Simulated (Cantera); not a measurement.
A closed system holds: 1 mol Ta₂O₅, 2.1 mol CH₄, 0.14 mol CO, equilibrated at 1475 K and 2.70 mbar.

Method: chemical equilibrium by Gibbs-energy minimisation in Cantera with the NASA 1993 tables (ideal gas, pure condensed phases). Candidate condensed phases: C, C₆H₆, C₇H₈, C₈H₁₈, H₂O, Ta, TaC, Ta₂O₅; 113 gas species. Mutual solubility and eutectic melting of coexisting phases are not modelled. TaC: taken at fixed stoichiometry. Condensed phases not in the tables: Ta₂C. Rates play no part.

Base state: H₂ 0.719, CO 0.281, H₂O 0.000477, H 0.000212, CO₂ 7.50e-5 (mole fractions); condensed: TaC(s) + Ta₂O₅(s).

Q: What changes in the equilibrium state with this change: pressure from 2.70 mbar to 0.133 bar?

A: 
| species | before | after |
|---|---|---|
| H₂ | 0.719 | 0.718 |
| CO | 0.281 | 0.280 |
| H₂O | 0.000477 | 0.00145 |
| H | 0.000212 | 3.01e-5 |
| CO₂ | 7.50e-5 | 0.000228 |
| TaC(s), mol | 0.601 | 0.603 |
| Ta₂O₅(s), mol | 0.700 | 0.699 |
